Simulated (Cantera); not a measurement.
A freely propagating, adiabatic, planar premixed flame of CO : H₂ : CH₄ : O₂ : N₂ = 1 : 0.053 : 0.14 : 1.06 : 3.99 (molar parts), unburnt at 325 K and 2180 Torr; multicomponent transport, grid criteria slope 0.08 and curve 0.16, no radiation.

Computed with Cantera and GRI-Mech 3.0 (53 species, 325 reactions). Burning velocities carry a grid error of a few per cent, more on coarse grids.

x: mole fraction of selected species; z is measured from the peak of heat release.

```
z (mm)   T (K)  u (m/s)        x CO        x H₂       x CH₄         x O  x C₂H       x CH₃
-------  -----  -------  ----------  ----------  ----------  ----------  -----  ----------
-0.638     325    0.323       0.160     0.00842      0.0224       <1e-8  <1e-8       <1e-8
-0.426     325    0.323       0.160     0.00825      0.0224       <1e-8  <1e-8       <1e-8
-0.319     328    0.325       0.160     0.00797      0.0224       <1e-8  <1e-8       <1e-8
-0.213     345    0.343       0.160     0.00733      0.0221       <1e-8  <1e-8       <1e-8
-0.106     574    0.569       0.151     0.00594      0.0181     8.23e-7  <1e-8     1.09e-6
-0.0532    953    0.937       0.133     0.00508      0.0109     7.05e-5  <1e-8     6.22e-5
0         1379     1.33       0.103     0.00377     0.00237     0.00144  <1e-8    0.000114
0.0532    1624     1.54      0.0696     0.00222     8.74e-5     0.00423  <1e-8     8.77e-6
0.106     1759     1.65  (withheld)  (withheld)  (withheld)  (withheld)  <1e-8  (withheld)
0.213     1904     1.77  (withheld)  (withheld)       <1e-8  (withheld)  <1e-8       <1e-8
0.426     2020     1.86      0.0177     0.00101       <1e-8     0.00220  <1e-8       <1e-8
0.851     2097     1.92     0.00992    0.000544       <1e-8     0.00108  <1e-8       <1e-8
1.70      2139     1.95     0.00518    0.000281       <1e-8    0.000528  <1e-8       <1e-8
```

Q: What belongs in the gaps?

A: 
- 0.106, x CO: 0.0477
- 0.106, x H₂: 0.00182
- 0.106, x CH₄: 1.35e-6
- 0.106, x O: 0.00484
- 0.106, x CH₃: 1.98e-7
- 0.213, x CO: 0.0290
- 0.213, x H₂: 0.00156
- 0.213, x O: 0.00385
